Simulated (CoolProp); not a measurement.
Vapour-liquid equilibrium of ethanol (1) + p-xylene (2) at 8.17 bar; x and y are mole fractions of (1).

The numbers come from the multi-fluid Helmholtz-energy mixture model, Schroeder 2014 and Zhou 2012; pair parameters Bell 2016 in CoolProp.

| x | bubble temperature, mixture model (°C) | bubble temperature, Raoult's law (°C) | y, mixture model | y, Raoult's law |
|---|---|---|---|---|
| 0.05 | 206.0 | 222.2 | 0.411 | 0.275 |
| 0.2 | 170.3 | 193.6 | 0.728 | 0.643 |
| 0.35 | 160.7 | 177.0 | 0.795 | 0.795 |
| 0.5 | 155.8 | 165.6 | 0.832 | 0.878 |
| 0.65 | 151.9 | 157.0 | 0.869 | 0.930 |
| 0.8 | 148.0 | 150.2 | 0.917 | 0.966 |
| 0.95 | 144.1 | 144.6 | 0.978 | 0.993 |

The largest gap from Raoult's law is -23.3 K in bubble temperature, at x = 0.2. No azeotrope shows between x = 0.05 and 0.95.

The pair parameters rest on a limited set of measurements; away from them the model extrapolates. With so large a gap from Raoult's law the liquid may split in two, which this calculation doesn't test in full.
